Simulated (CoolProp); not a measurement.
Vapour-liquid equilibrium of isohexane (1) + n-hexane (2) at 325.3 K; x and y are mole fractions of (1).

Model: multi-fluid Helmholtz-energy mixture model, Lemmon 2006 and Thol 2019; pair parameters Bell 2016, in CoolProp.

```json
[
 {"x": "0.05", "bubble pressure, mixture model (kPa)": "59.43", "bubble pressure, Raoult's law (kPa)": "59.34", "y, mixture model": "0.066", "y, Raoult's law": "0.066"},
 {"x": "0.2", "bubble pressure, mixture model (kPa)": "…", "bubble pressure, Raoult's law (kPa)": "62.26", "y, mixture model": "0.252", "y, Raoult's law": "0.250"},
 {"x": "0.35", "bubble pressure, mixture model (kPa)": "65.69", "bubble pressure, Raoult's law (kPa)": "65.17", "y, mixture model": "0.418", "y, Raoult's law": "0.418"},
 {"x": "0.5", "bubble pressure, mixture model (kPa)": "68.68", "bubble pressure, Raoult's law (kPa)": "68.09", "y, mixture model": "0.570", "y, Raoult's law": "0.571"},
 {"x": "0.65", "bubble pressure, mixture model (kPa)": "71.56", "bubble pressure, Raoult's law (kPa)": "71.00", "y, mixture model": "0.708", "y, Raoult's law": "0.712"},
 {"x": "0.8", "bubble pressure, mixture model (kPa)": "…", "bubble pressure, Raoult's law (kPa)": "73.92", "y, mixture model": "…", "y, Raoult's law": "0.842"},
 {"x": "0.95", "bubble pressure, mixture model (kPa)": "76.96", "bubble pressure, Raoult's law (kPa)": "76.84", "y, mixture model": "0.960", "y, Raoult's law": "0.962"}
]
```

Q: Complete the blanks.

A: 
- 0.2, bubble pressure, mixture model (kPa): 62.60
- 0.8, bubble pressure, mixture model (kPa): 74.32
- 0.8, y, mixture model: 0.838

The largest gap from Raoult's law is +0.9 % in bubble pressure, at x = 0.5. No azeotrope shows between x = 0.05 and 0.95.

The pair parameters rest on a limited set of measurements; away from them the model extrapolates.
